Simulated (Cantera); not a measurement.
A closed system holds: 1 mol SiCl4, 3.6 mol H2, held at 1225 K and 12000 Pa.

Method: chemical equilibrium by Gibbs-energy minimisation in Cantera with the NASA 1993 tables (ideal gas, pure condensed phases). Candidate condensed phases: Si; 19 gas species. The tables' values for SiCl3 are old estimates; treat these amounts as uncertain. Rates play no part.

Base state: H2 0.693, SiCl4 0.137, HCl 0.0963, SiHCl3 0.0308, SiCl2 0.0220, SiCl3 0.0195, SiH2Cl2 0.000924 (mole fractions); condensed: gas only.

Q: What changes in the equilibrium state with this change: temperature from 1225 K to 750 K?

A: 
```tsv
species	before	after
H2	0.693	0.774
SiCl4	0.137	0.209
HCl	0.0963	0.00858
SiCl2	0.0220	3.85e-8
SiCl3	0.0195	6.60e-6
SiHCl3	0.0308	0.00852
SiH2Cl2	0.000924	2.55e-5
```

Q: What changes in the equilibrium state with this change: pressure from 12000 Pa to 180000 Pa?

A: 
```csv
species,before,after
H2,0.693,0.716
SiCl4,0.137,0.153
HCl,0.0963,0.0687
SiHCl3,0.0308,0.0496
SiCl2,0.0220,0.00332
SiCl3,0.0195,0.00800
SiH3Cl,7.64e-6,2.58e-5
SiH2Cl2,0.000924,0.00215
```
